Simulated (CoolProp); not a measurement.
Saturation properties of C2F6 (R116).

Values from CoolProp's reference Helmholtz-energy equation of state, Lemmon 2006. It is a short technical equation, of lower accuracy than the large ones.

```csv
T (K),p (bar),vapour density (kg/m³),enthalpy of vaporisation (kJ/kg),liquid cp (kJ/(kg K)),vapour viscosity (µPa s),liquid conductivity (mW/(m K))
214.5,2.587,21.94,107.9,0.9964,9.99,68.4
219.1,3.143,26.46,105.6,1.011,10.2,66.6
223.6,3.769,31.56,103.1,1.027,10.4,64.8
228.2,4.501,37.58,100.5,1.045,10.6,63.0
232.8,5.335,44.50,97.78,1.064,10.8,61.2
237.4,6.279,52.46,94.88,1.085,11.1,59.3
241.9,7.318,61.38,91.88,1.108,11.3,57.5
246.5,8.506,71.84,88.62,1.134,11.6,55.7
251.1,9.832,83.90,85.13,1.165,11.9,53.8
255.6,11.27,97.51,81.45,1.200,12.2,52.0
260.2,12.90,113.7,77.38,1.243,12.6,50.0
264.8,14.70,132.6,72.92,1.297,13.1,48.1
269.4,16.68,155.2,67.98,1.369,13.7,46.0
```

It boils at 195.1 K under 1 atm.

Viscosity comes from a separate model (Huber 2003), an estimate that may be off by 10 % or more. Thermal conductivity comes from a separate model (Huber 2003), an estimate that may be off by 10 % or more.
